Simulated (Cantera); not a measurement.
What does this Cantera script print?

```python
import numpy as np
import cantera as ct

gas = ct.Solution("SiF4_NH3_mec.yaml", "gas")
gas.TPX = 1650, 2700, {'NH3': 1, 'H2': 0.18}
inlet = ct.Reservoir(gas, clone=True)

reactor = ct.IdealGasConstPressureReactor(gas, energy="off", clone=False)
exhaust = ct.Reservoir(gas, clone=True)
tau = [3.4, 1.4, 0.54, 0.22, 0.088, 0.035, 0.014, 0.0057, 0.0023, 0.00093, 0.00037][0]
for a, b in ((inlet, reactor), (reactor, exhaust)):
    ct.MassFlowController(a, b, mdot=lambda t: reactor.mass / tau)
net = ct.ReactorNet([reactor])
show = ['NH3', 'H2', 'NH2', 'N2', 'N2H4']

rows = []
print(f"{'tau/s':>10s}{'T/K':>9s}" + "".join(f"{s:>11s}" for s in show))
for tau in [3.4, 1.4, 0.54, 0.22, 0.088, 0.035, 0.014, 0.0057, 0.0023, 0.00093, 0.00037]:
    net.initial_time = 0.0
    net.advance(30 * tau)
    before = gas.X
    net.advance(40 * tau)
    drift = np.max(np.abs(gas.X - before) / (gas.X + 1e-9))
    rows.append([gas.T, *gas[show].X, drift])
    print(f"{tau:10.3e}{gas.T:9.1f}" + "".join(f"{x:11.3e}" for x in gas[show].X))
```

Result:

```
     tau/s      T/K        NH3         H2        NH2         N2       N2H4
 3.400e+00   1650.0  7.637e-01  2.135e-01  1.992e-04  2.259e-02  1.601e-08
 1.400e+00   1650.0  8.110e-01  1.790e-01  2.062e-04  9.784e-03  1.716e-08
 5.400e-01   1650.0  8.334e-01  1.627e-01  2.064e-04  3.726e-03  1.719e-08
 2.200e-01   1650.0  8.420e-01  1.564e-01  1.989e-04  1.384e-03  1.597e-08
 8.800e-02   1650.0  8.456e-01  1.537e-01  1.767e-04  4.198e-04  1.261e-08
 3.500e-02   1650.0  8.470e-01  1.528e-01  1.250e-04  7.562e-05  6.318e-09
 1.400e-02   1650.0  8.473e-01  1.526e-01  5.971e-05  5.879e-06  1.440e-09
 5.700e-03   1650.0  8.474e-01  1.526e-01  2.472e-05  3.577e-07  2.456e-10
 2.300e-03   1650.0  8.474e-01  1.525e-01  9.991e-06  2.020e-08  3.957e-11
 9.300e-04   1650.0  8.475e-01  1.525e-01  4.038e-06  1.021e-09  6.239e-12
 3.700e-04   1650.0  8.475e-01  1.525e-01  1.602e-06  3.838e-11  9.024e-13
```

Cantera simulation using the gas-phase N/H chemistry of the illustrative SiF4/NH3 mechanism in the Surface Chemkin manual (1991); the numbers are that mechanism's predictions, not measurements. Walls and surfaces, which speed up NH3 decomposition in real reactors, are not modelled.
